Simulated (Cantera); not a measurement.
A closed system holds: 1 mol FeS, 1800 mol H2, 7.9 mol H2O, equilibrated at 10.0 mbar.

These are equilibrium values from Cantera (NASA tables, ideal gas, pure condensed phases), not measurements of a reactor. Candidate condensed phases: Fe, FeO, Fe(OH)2, Fe(OH)3, FeS, FeSO4, FeS2, Fe2O3, Fe2(SO4)3, Fe3O4, H2O, H2SO4, S; 22 gas species. Equilibrium is a limit: real reactors are often held back by kinetics, nucleation or transport. All values below are at 2023 K.

Base state: H2 0.976, H 0.0188, H2O 0.00431, Fe 0.000547, SH 0.000236, H2S 0.000172, S 0.000117, S2 1.01e-5 (mole fractions); condensed: gas only.

What changes in the equilibrium state with this change: FeS replaced by Cr2O3?


```json
[
 {"species": "H2", "before": "0.976", "after": "0.974"},
 {"species": "H", "before": "0.0188", "after": "0.0187"},
 {"species": "H2O", "before": "0.00431", "after": "0.00595"},
 {"species": "Cr", "before": "0", "after": "0.00109"},
 {"species": "Fe", "before": "0.000547", "after": "0"},
 {"species": "SH", "before": "0.000236", "after": "0"},
 {"species": "H2S", "before": "0.000172", "after": "0"},
 {"species": "S", "before": "0.000117", "after": "0"},
 {"species": "S2", "before": "1.01e-5", "after": "0"}
]
```
Further candidate phases: Cr, Cr2O3.
